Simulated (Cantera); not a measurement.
Input (Python, Cantera) and output of one run.

```python
import numpy as np
import cantera as ct

gas_names = [...]  # 115 gases of nasa_gas.yaml made of C, Ca, H, O
cond_names = """
    C(gr) C6H6(L) C7H8(L) C8H18(L),n-octa Ca(a) Ca(b) Ca(L) CaCO3(caL) CaO(s) CaO(L) CaO2H2(s) H2O(s)
    H2O(L)
""".split()


# ... load() reads the species with a 1 bar reference pressure and builds the phases ...
atoms = {
    'Ca(OH)2': {'Ca': 1, 'O': 2, 'H': 2},
    'CO2': {'C': 1, 'O': 2},
}
top_T = {'C(gr)': 4500}  # K; cautious upper limits of use, not melting points


# ... equilibrate(T, P, feed) seeds the gas with the atoms and calls Mixture.equilibrate('TP', solver="vcs", rtol=1e-11, max_steps=5000) ...
results = []
feed = {'Ca(OH)2': 1, 'CO2': 0.95}  # mol
P = 39  # Pa
for T in [825, 925, 1025, 1125, 1225, 1325, 1425, 1525]:
    mix = equilibrate(T, P, feed)
    results.append((T, P, feed, dict(zip(mix.species_names, mix.species_moles))))

top = {s: max(r[3][s] / sum(r[3][g] for g in gas_names) for r in results) for s in gas_names}
cols = sorted((s for s in top if top[s] > 0.001), key=lambda s: -top[s])[:8]
seen = [c for c in cond_names if any(r[3].get(c, 0) > 1e-12 for r in results)]
print("log10 of partial pressures in bar; condensed amounts in mol")
print(f"{'T/K':>10s}" + "".join(f"{s[:9]:>10s}" for s in cols + seen))
for T, P, feed, n in results:
    ng = sum(n[g] for g in gas_names)
    print(f"{T:10.4g}" + "".join(f"{np.log10(max(n[s] / ng * P / 1e5, 1e-99)):10.3f}" for s in cols)
          + "".join(f"{n.get(c, 0):10.4g}" for c in seen))
```

Result:

```
log10 of partial pressures in bar; condensed amounts in mol
       T/K       H2O       CO2        CO        O2        H2    CaO(s)
       825    -3.699    -3.721   -11.506   -11.132   -10.931         1
       925    -3.699    -3.721   -10.153    -9.963    -9.825         1
      1025    -3.699    -3.721    -9.073    -9.008    -8.938         1
      1125    -3.699    -3.721    -8.192    -8.212    -8.211         1
      1225    -3.699    -3.721    -7.460    -7.539    -7.604         1
      1325    -3.699    -3.722    -6.842    -6.964    -7.090         1
      1425    -3.700    -3.723    -6.313    -6.468    -6.647         1
      1525    -3.702    -3.726    -5.857    -6.037    -6.264         1
```

Equilibrium computed with Cantera from the NASA thermochemical tables; the gas is ideal and each condensed phase is pure.
